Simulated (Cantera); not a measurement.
Charge: 1 mol Si, 0.7 mol Br₂, 0.24 mol H₂, held at 798 K and 40000 Pa.

Method: chemical equilibrium by Gibbs-energy minimisation in Cantera with the NASA 1993 tables (ideal gas, pure condensed phases). Candidate condensed phases: Br₂, Si; 19 gas species. The tables' values for SiBr₃ are old estimates; treat these amounts as uncertain. Rates play no part.

Base state: SiBr₄ 0.574, H₂ 0.393, SiHBr₃ 0.0282, HBr 0.00387, SiH₂Br₂ 0.000649, SiBr₃ 8.41e-5, SiBr₂ 2.13e-5 (mole fractions); condensed: Si(s).

### Question
What changes in the equilibrium state with this change: pressure from 40000 Pa to 10000 Pa?

### Answer
```json
[
 {"species": "SiBr₄", "before": "0.574", "after": "0.579"},
 {"species": "H₂", "before": "0.393", "after": "0.395"},
 {"species": "SiHBr₃", "before": "0.0282", "after": "0.0201"},
 {"species": "SiBr₂", "before": "2.13e-5", "after": "4.27e-5"},
 {"species": "SiH₂Br₂", "before": "0.000649", "after": "0.000328"},
 {"species": "SiBr₃", "before": "8.41e-5", "after": "0.000120"},
 {"species": "HBr", "before": "0.00387", "after": "0.00549"},
 {"species": "Si(s), mol", "before": "0.646", "after": "0.648"}
]
```
